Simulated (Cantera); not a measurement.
Input: 1 mol Si₂Cl₆, 0.035 mol HCl, 55 mol N₂, equilibrated at 577 °C and 6.20 mbar.

These are equilibrium values from Cantera (NASA tables, ideal gas, pure condensed phases), not measurements of a reactor. Candidate condensed phases: NH₄Cl, Si, Si₃N₄; 28 gas species. The feed counts by its element totals alone. N₂ is the only nitrogen source here; it is nearly inert below about 1500 K, so the nitride shown seldom forms there in practice. The numbers say what is thermodynamically allowed, not how fast it happens.

**Question.** What is the equilibrium state?

**Answer.** 
- x(N₂) = 0.973
- x(SiCl₄) = 0.0267
- x(HCl) = 0.000621
- x(SiCl₃) = 1.45e-6
- n(Si₃N₄(s)) = 0.167 mol
- gas amount = 56.20 mol
- log10 activity of Si(s) (absent) = -8.01
